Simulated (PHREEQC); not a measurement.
Dissolve 0.14 mol SrBr2 per kg of water at 45 °C. Closed to the air; pH follows from the charge balance.

Model: ion-association model, wateq4f.dat, run in PHREEQC.

No solid was allowed to form.

**Question.** What activity of water does the model give?

**Answer.** activity of water 0.993.

Species that the database lacks are ignored. Away from 25 °C the constants follow the database's enthalpies or fits; those with neither stay at their 25 °C values.
